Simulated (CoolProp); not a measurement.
A single-stage vapour-compression cycle with isobutane: evaporating at 217.15 K (dew point), condensing at 249.15 K (bubble point), superheat 0 K, subcooling 8 K, compressor efficiency 0.9, no pressure losses. Each further row changes one setting.

The numbers come from the reference Helmholtz-energy equation of state, Bücker 2006 in CoolProp.

| case | cooling COP | pressure ratio | discharge temperature (K) | refrigerating effect (kJ/kg) | volumetric capacity (kJ/m³) |
|---|---|---|---|---|---|
| as stated | 5.77 | 5.15 | 262.1 | 351 | 135 |
| evaporating temperature 222.15 K | 7.12 | 3.85 | 259.3 | 358 | 181 |
| condensing temperature 244.15 K | 6.96 | 4.12 | 255.8 | 362 | 139 |
| subcooling 13 K | 5.95 | 5.15 | 262.1 | 362 | 139 |
| superheat 10 K | 5.73 | 5.15 | 272.5 | 365 | 134 |
| compressor efficiency 0.8 | 5.13 | 5.15 | 267.1 | 351 | 135 |
